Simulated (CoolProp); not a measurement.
C2F6 (R116) along the isobar 990 kPa: density (kg/m³) from the reference equation and from simpler models built on Tc = 293.0 K, pc = 3048 kPa, ω = 0.257; each cubic takes its own stable root.

The numbers come from the reference Helmholtz-energy equation of state, Lemmon 2006 in CoolProp. It is a short technical equation, of lower accuracy than the large ones.

```json
[
 {"T (K)": "246.7", "phase": "liquid", "reference": "1340", "van der Waals": "80.41", "Soave-Redlich-Kwong": "1235"},
 {"T (K)": "261.5", "phase": "gas", "reference": "77.49", "van der Waals": "73.50", "Soave-Redlich-Kwong": "77.24"},
 {"T (K)": "276.4", "phase": "gas", "reference": "69.93", "van der Waals": "67.88", "Soave-Redlich-Kwong": "69.95"},
 {"T (K)": "291.3", "phase": "gas", "reference": "64.21", "van der Waals": "63.20", "Soave-Redlich-Kwong": "64.30"},
 {"T (K)": "306.1", "phase": "gas", "reference": "59.66", "van der Waals": "59.24", "Soave-Redlich-Kwong": "59.74"},
 {"T (K)": "321", "phase": "gas", "reference": "55.85", "van der Waals": "55.79", "Soave-Redlich-Kwong": "55.90"},
 {"T (K)": "335.8", "phase": "gas", "reference": "52.62", "van der Waals": "52.78", "Soave-Redlich-Kwong": "52.65"},
 {"T (K)": "350.7", "phase": "gas", "reference": "49.80", "van der Waals": "50.10", "Soave-Redlich-Kwong": "49.80"},
 {"T (K)": "365.6", "phase": "gas", "reference": "47.32", "van der Waals": "47.70", "Soave-Redlich-Kwong": "47.29"},
 {"T (K)": "380.4", "phase": "gas", "reference": "45.12", "van der Waals": "45.55", "Soave-Redlich-Kwong": "45.08"},
 {"T (K)": "395.3", "phase": "gas", "reference": "43.14", "van der Waals": "43.59", "Soave-Redlich-Kwong": "43.08"},
 {"T (K)": "410.1", "phase": "gas", "reference": "41.35", "van der Waals": "41.82", "Soave-Redlich-Kwong": "41.28"},
 {"T (K)": "425", "phase": "gas", "reference": "39.72", "van der Waals": "40.18", "Soave-Redlich-Kwong": "39.64"}
]
```

At some of these states van der Waals gives the other phase, because its saturation line lies elsewhere.
